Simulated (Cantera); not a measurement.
Feed: 1 mol Cr2O3, 1900 mol H2, 42 mol N2, held at 10.5 Torr.

Equilibrium computed with Cantera from the NASA thermochemical tables; the gas is ideal and each condensed phase is pure. Candidate condensed phases: Cr, CrN, Cr2N, Cr2O3, H2O; 29 gas species. Rates play no part. All values below are at 1973 K.

Base state: H2 0.965, N2 0.0215, H 0.0112, H2O 0.00153, Cr 0.00102 (mole fractions); condensed: gas only.

Task: What changes in the equilibrium state with this change: pressure from 10.5 Torr to 105 Torr?

Result: 
| species | before | after |
|---|---|---|
| H2 | 0.965 | 0.972 |
| N2 | 0.0215 | 0.0216 |
| H | 0.0112 | 0.00356 |
| Cr | 0.00102 | 0.00103 |
| H2O | 0.00153 | 0.00154 |
